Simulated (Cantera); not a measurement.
Mixture: C₃H₈ : O₂ : N₂ = 1 : 3.12 : 12.2 (molar parts), equivalence ratio 1.6, at 2.27 atm, adiabatic and at constant pressure. Ignition delay is the time to a rise of 400 K.

Cantera simulation using GRI-Mech 3.0 (53 species, 325 reactions); the numbers are that mechanism's predictions, not measurements. GRI-Mech 3.0 was tuned for natural gas; its chemistry of propane as a main component is partial and can be far from experiment.

Predict: delay at 1173 K; delay at 1323 K; delay at 1473 K; delay at 1623 K; delay at 1773 K; apparent activation energy between 1698 and 1848 K.

delay at 1173 K: 7.58 ms
delay at 1323 K: 0.483 ms
delay at 1473 K: 67.1 µs
delay at 1623 K: 18.2 µs
delay at 1773 K: 7.77 µs
apparent activation energy between 1698 and 1848 K: 120 kJ/mol
